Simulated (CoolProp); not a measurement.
Aqueous potassium carbonate as a coolant, 36 % by mass, freezing at -28.6 °C, 1 atm.

The numbers come from the Melinder's fits for secondary coolants in CoolProp.

```csv
T (°C),Prandtl number,density (kg/m³),conductivity (W/(m K)),cp (kJ/(kg K))
-8.3,42.9,?,0.516,?
-4.3,36.7,1379,0.522,2.756
-0.3,31.7,?,0.529,2.763
3.7,27.7,1376,0.535,2.770
7.6,24.4,1374,0.542,2.778
11.6,21.7,1372,0.548,2.785
15.6,19.4,1370,0.554,2.793
19.6,17.4,1368,0.561,2.800
23.6,15.7,1365,0.567,2.808
27.6,14.3,1363,0.574,2.816
31.5,?,1361,0.580,2.823
35.5,11.9,1359,0.586,2.831
```

What belongs in the gaps?


- -8.3, density (kg/m³): 1380
- -8.3, cp (kJ/(kg K)): 2.749
- -0.3, density (kg/m³): 1377
- 31.5, Prandtl number: 13.1
